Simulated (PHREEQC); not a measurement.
**Acid mine or pickling water: an equilibrium model**

Model water analysis in mg/kgw, 20 °C, pH 3.95, pe 12.2:

```csv
constituent,mg/kgw
Na,15
K,1.2
Ca,38.5
Mg,155
Cl,18
S(6) as SO4,688
N(5) as NO3,0.324
F,2.67
```

Valence states are taken as typed.

Model: ion-association model, wateq4f.dat, run in PHREEQC.

Precipitation was switched off in this run.

Task: Predict the ionic strength.

Result: ionic strength 0.0220 mol/kgw.

Task: In which forms is Na present?

Result: Na+ 99 %, NaSO4- 1.4 % of the Na.

Species that the database lacks are ignored.
